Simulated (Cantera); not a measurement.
An adiabatic, constant-volume homogeneous reactor starts with 3.72 % CH4, 0.242 % C2H6, 20.2 % O2, 75.9 % N2, equivalence ratio 0.41, at 1725 K and 1050 Torr.

Model: GRI-Mech 3.0 (53 species, 325 reactions), integrated in Cantera.

Problem. Predict: time of steepest temperature rise; temperature at 0.100 s; equilibrium temperature; x(O2) at 0.100 s; x(HO2) at 0.100 s; x(H2O) at 0.100 s; x(HCO) at 0.100 s.

Solution. 
- time of steepest temperature rise: 44.6 µs
- temperature at 0.100 s: 2600 K
- equilibrium temperature: 2600 K
- x(O2) at 0.100 s: 0.106 (gas-phase equilibrium 0.106)
- x(HO2) at 0.100 s: 1.13e-5 (gas-phase equilibrium 1.13e-5)
- x(H2O) at 0.100 s: 0.0730 (gas-phase equilibrium 0.0730)
- x(HCO) at 0.100 s: 1.26e-9 (gas-phase equilibrium 1.26e-9)
